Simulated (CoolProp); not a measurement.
Saturation properties of CH2F2 (R32).

The numbers come from the reference Helmholtz-energy equation of state, Tillner-Roth 1997 in CoolProp.

```csv
T (°C),p (MPa),surface tension (mN/m),vapour viscosity (µPa s)
-97.45,0.004779,(withheld),7.77
-94.85,0.005971,29.6,7.89
-92.25,0.007404,29.0,8.01
-89.75,0.009045,28.5,8.12
-87.15,0.01107,(withheld),8.24
-84.55,0.01345,27.4,8.36
-82.05,0.01613,26.9,8.47
-79.45,0.01938,26.3,8.59
-76.85,0.02315,25.8,(withheld)
-74.35,0.02733,(withheld),8.82
-71.75,0.03231,24.7,(withheld)
-69.15,0.03801,24.2,9.06
```

Complete the blanks.


- -97.45, surface tension (mN/m): 30.1
- -87.15, surface tension (mN/m): 27.9
- -76.85, vapour viscosity (µPa s): 8.71
- -74.35, surface tension (mN/m): 25.3
- -71.75, vapour viscosity (µPa s): 8.94

It boils at -51.7 °C under 1 atm.

Viscosity comes from a separate model (Bell 2016), an estimate that may be off by 10 % or more. Surface tension comes from a separate correlation (Mulero 2012).
